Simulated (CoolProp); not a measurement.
R410A along the isobar 0.952 MPa: density (kg/m³) from the reference equation and from simpler models built on Tc = 71.3 °C, pc = 4.901 MPa, ω = 0.296; each cubic takes its own stable root.

The numbers come from the reference Helmholtz-energy equation of state, Lemmon 2003 in CoolProp. It is a pseudo-pure fit of the blend.

```csv
T (°C),phase,reference,van der Waals,Redlich-Kwong,Soave-Redlich-Kwong
-53.65,liquid,1358,747.4,1095,1139
-31.85,liquid,1288,40.75,1030,1079
-10.05,liquid,1210,36.00,953.5,1007
33.45,gas,30.82,29.53,30.10,30.31
55.25,gas,27.84,27.17,27.52,27.58
77.05,gas,25.54,25.20,25.40,25.39
98.85,gas,23.67,23.51,23.63,23.56
120.65,gas,22.10,22.05,22.11,22.02
142.35,gas,20.77,20.77,20.80,20.69
164.15,gas,19.60,19.64,19.65,19.53
185.95,gas,18.57,18.63,18.62,18.50
```

At some of these states van der Waals gives the other phase, because its saturation line lies elsewhere.
